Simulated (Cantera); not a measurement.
A closed system holds: 1 mol Cu, 11 mol HF, 12 mol N2, equilibrated at 700 K and 750 Torr.

These are equilibrium values from Cantera (NASA tables, ideal gas, pure condensed phases), not measurements of a reactor. Candidate condensed phases: Cu, CuF2; 25 gas species. Rates play no part.

Question: What is the equilibrium state?

Answer: 
```
Item           Result
----------  ---------
x(N2)           0.522
x(HF)           0.478
x(H2F2)       4.12e-5
n(Cu(s))     1.00 mol
gas amount  23.00 mol
```
